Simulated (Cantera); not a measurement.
An isothermal plug-flow reactor at 1323 K and 290000 Pa (inlet), inlet velocity 1.8 m/s, active area per volume 130 1/m; feed CH₄ : O₂ : N₂ = 0.007 : 0.097 : 0.79 (molar parts).

Computed with Cantera and Deutschmann's 1995 Pt surface mechanism with GRI-Mech 3.0 gas chemistry. Catalytic surfaces can have several steady states; this one follows from the mechanism file's or the stated starting coverage. Mass transfer to the wall is taken as infinitely fast.

Task: What does this change do: inlet velocity 1.8 to 3.1 m/s?

Result: 
```
quantity                 before    after
----------------------  -------  -------
x(CH₄) at z = 0.027 m   1.21e-5  8.40e-5
x(O₂) at z = 0.027 m     0.0929   0.0931
x(H₂O) at z = 0.027 m    0.0156   0.0154
x(CO₂) at z = 0.027 m   0.00780  0.00767
x(CO) at z = 0.027 m    6.21e-7  3.92e-6
θ(free Pt) at the exit    0.474    0.474
θ(O*) at the exit         0.524    0.524
θ(OH*) at the exit      0.00200  0.00199
```

Task: What does this change do: CH4 0.007 to 0.0038 parts?

Result: 
```
quantity                 before    after
----------------------  -------  -------
x(CH₄) at z = 0.027 m   1.21e-5  1.84e-5
x(O₂) at z = 0.027 m     0.0929    0.100
x(H₂O) at z = 0.027 m    0.0156  0.00847
x(CO₂) at z = 0.027 m   0.00780  0.00422
x(CO) at z = 0.027 m    6.21e-7  6.94e-7
θ(free Pt) at the exit    0.474    0.469
θ(O*) at the exit         0.524    0.530
θ(OH*) at the exit      0.00200  0.00148
```
